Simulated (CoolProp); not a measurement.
Vapour-liquid equilibrium of R125 (1) + R236EA (2) at 0.709 MPa; x and y are mole fractions of (1).

Computed with CoolProp (multi-fluid Helmholtz-energy mixture model, Lemmon 2005 and Rui 2013; pair parameters Bell 2016).

```json
[
 {"x": "0.05", "bubble temperature, mixture model (K)": "[?]", "bubble temperature, Raoult's law (K)": "332.0", "y, mixture model": "0.168", "y, Raoult's law": "0.218"},
 {"x": "0.15", "bubble temperature, mixture model (K)": "322.2", "bubble temperature, Raoult's law (K)": "320.1", "y, mixture model": "0.423", "y, Raoult's law": "0.500"},
 {"x": "0.25", "bubble temperature, mixture model (K)": "312.9", "bubble temperature, Raoult's law (K)": "310.8", "y, mixture model": "0.597", "y, Raoult's law": "0.669"},
 {"x": "0.35", "bubble temperature, mixture model (K)": "305.2", "bubble temperature, Raoult's law (K)": "303.2", "y, mixture model": "0.717", "y, Raoult's law": "0.776"},
 {"x": "0.45", "bubble temperature, mixture model (K)": "298.7", "bubble temperature, Raoult's law (K)": "296.9", "y, mixture model": "0.800", "y, Raoult's law": "0.847"},
 {"x": "0.55", "bubble temperature, mixture model (K)": "293.1", "bubble temperature, Raoult's law (K)": "291.6", "y, mixture model": "0.861", "y, Raoult's law": "0.897"},
 {"x": "0.65", "bubble temperature, mixture model (K)": "[?]", "bubble temperature, Raoult's law (K)": "287.0", "y, mixture model": "[?]", "y, Raoult's law": "0.932"},
 {"x": "0.75", "bubble temperature, mixture model (K)": "283.9", "bubble temperature, Raoult's law (K)": "283.1", "y, mixture model": "0.941", "y, Raoult's law": "0.959"},
 {"x": "0.85", "bubble temperature, mixture model (K)": "280.1", "bubble temperature, Raoult's law (K)": "279.5", "y, mixture model": "0.968", "y, Raoult's law": "0.978"},
 {"x": "0.95", "bubble temperature, mixture model (K)": "276.6", "bubble temperature, Raoult's law (K)": "276.4", "y, mixture model": "[?]", "y, Raoult's law": "0.994"}
]
```

Problem. What belongs in the gaps?

Solution. 
- 0.05, bubble temperature, mixture model (K): 333.1
- 0.65, bubble temperature, mixture model (K): 288.2
- 0.65, y, mixture model: 0.906
- 0.95, y, mixture model: 0.990

The largest gap from Raoult's law is +2.1 K in bubble temperature, at x = 0.25. No azeotrope shows between x = 0.05 and 0.95.

The pair parameters rest on a limited set of measurements; away from them the model extrapolates.
